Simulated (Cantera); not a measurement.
Feed: 1 mol Si3N4, 0.012 mol Si, 1.1 mol N2, equilibrated at 2323.15 K and 0.133 bar.

These are equilibrium values from Cantera (NASA tables, ideal gas, pure condensed phases), not measurements of a reactor. Candidate condensed phases: Si, Si3N4; 7 gas species. The tables' values for SiN are old estimates; treat these amounts as uncertain. Rates play no part.

Q: What is the equilibrium state?

A: 
```
Quantity        Value
----------  ---------
x(N2)           0.990
x(Si)         0.00856
x(Si2N)      0.000420
x(SiN)       0.000418
x(Si2)       0.000172
x(Si3)        3.19e-5
n(Si(l))     2.98 mol
gas amount  3.129 mol
```
